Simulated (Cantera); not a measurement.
Input: 1 mol HCl, 0.039 mol H2O, 0.85 mol O2, equilibrated at 1977 °C and 1000 Pa.

Method: chemical equilibrium by Gibbs-energy minimisation in Cantera with the NASA 1993 tables (ideal gas, pure condensed phases). Candidate condensed phases: H2O; 14 gas species. Kinetics and transport are ignored.

Q: What is the equilibrium state?

A: 
* **x(O2)**: 0.340
* **x(HCl)**: 0.249
* **x(Cl)**: 0.237
* **x(H2O)**: 0.121
* **x(OH)**: 0.0238
* **x(O)**: 0.0215
* **x(H)**: 0.00420
* **x(H2)**: 0.00320
* **x(Cl2)**: 0.000188
* **gas amount**: 2.054 mol
